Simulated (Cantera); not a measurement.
Charge: 1 mol SiH4, 0.99 mol Cl2, 230 mol H2, equilibrated at 927 °C and 10000 Pa.

Method: chemical equilibrium by Gibbs-energy minimisation in Cantera with the NASA 1993 tables (ideal gas, pure condensed phases). Candidate condensed phases: Si; 19 gas species. The tables' values for SiCl3 are old estimates; treat these amounts as uncertain. Kinetics and transport are ignored.

Q: What is the equilibrium state?

A: 
* **x(H2)**: 0.992
* **x(HCl)**: 0.00804
* **x(SiCl2)**: 0.000154
* **x(SiHCl3)**: 2.39e-5
* **x(SiCl3)**: 1.12e-5
* **x(SiH2Cl2)**: 1.05e-5
* **x(SiCl4)**: 7.10e-6
* **x(SiH3Cl)**: 1.26e-6
* **n(Si(s))**: 0.952 mol
* **gas amount**: 233.0 mol
